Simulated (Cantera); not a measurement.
A closed system holds: 1 mol CaCO3, 0.17 mol CO2, 0.2 mol H2O, at 0.133 bar.

These are equilibrium values from Cantera (NASA tables, ideal gas, pure condensed phases), not measurements of a reactor. Candidate condensed phases: C, C6H6, C7H8, C8H18, Ca, CaCO3, CaO, Ca(OH)2, H2O; 115 gas species. Rates play no part.

x: gas mole fraction; n: condensed amount in mol.

```csv
T (°C),x CO2,x H2O,x CO,x O2,x OH,n CaO(s)
1077,0.854,0.146,0.000118,6.30e-5,4.83e-6,1.00
1177,0.853,0.146,0.000375,0.000197,1.74e-5,1.00
1277,0.853,0.146,___,___,___,1.00
1377,0.850,0.146,0.00247,0.00126,0.000143,1.000
1477,0.846,0.145,___,___,___,1.000
1577,0.838,0.144,0.0107,0.00537,0.000736,1.000
1677,0.825,0.143,0.0197,0.00981,0.00146,1.000
```

Q: Complete the blanks.

A: 
- 1277, x CO: 0.00102
- 1277, x O2: 0.000530
- 1277, x OH: 5.34e-5
- 1477, x CO: 0.00536
- 1477, x O2: 0.00272
- 1477, x OH: 0.000340
